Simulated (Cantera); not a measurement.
Charge: 1 mol Si, 0.92 mol CO2, 11 mol H2, 0.07 mol H2O, equilibrated at 75.0 Torr.

Method: chemical equilibrium by Gibbs-energy minimisation in Cantera with the NASA 1993 tables (ideal gas, pure condensed phases). Candidate condensed phases: C, C6H6, C7H8, C8H18, H2O, Si, SiC, SiO2; 123 gas species. Gases not in the tables: Si2H6 and higher silanes. Kinetics and transport are ignored.

Problem. At 1550 °C, list the 4 most abundant gas species with their mole fractions, and the condensed phases.

Solution. H2 0.852, SiO 0.0766, CO 0.0705, H 0.00126. Condensed: SiC(s).
